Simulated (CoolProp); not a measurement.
Aqueous ammonia as a coolant, at -19 °C, 1 atm.

Values from CoolProp's Melinder's fits for secondary coolants.

```json
[
 {"mass %": "14.6", "freezing point (°C)": "-22.4", "Prandtl number": "43.2", "density (kg/m³)": "951.6", "cp (kJ/(kg K))": "4.258", "conductivity (W/(m K))": "0.438"},
 {"mass %": "17.6", "freezing point (°C)": "-29.6", "Prandtl number": "45.5", "density (kg/m³)": "943.9", "cp (kJ/(kg K))": "4.261", "conductivity (W/(m K))": "0.423"},
 {"mass %": "20.5", "freezing point (°C)": "-38.1", "Prandtl number": "47.5", "density (kg/m³)": "936.8", "cp (kJ/(kg K))": "4.263", "conductivity (W/(m K))": "0.409"},
 {"mass %": "23.4", "freezing point (°C)": "-48.6", "Prandtl number": "48.5", "density (kg/m³)": "929.9", "cp (kJ/(kg K))": "4.265", "conductivity (W/(m K))": "0.398"},
 {"mass %": "26.3", "freezing point (°C)": "-61.8", "Prandtl number": "48.9", "density (kg/m³)": "923.1", "cp (kJ/(kg K))": "4.268", "conductivity (W/(m K))": "0.389"},
 {"mass %": "29.2", "freezing point (°C)": "-78.7", "Prandtl number": "50.7", "density (kg/m³)": "916.4", "cp (kJ/(kg K))": "4.274", "conductivity (W/(m K))": "0.381"}
]
```
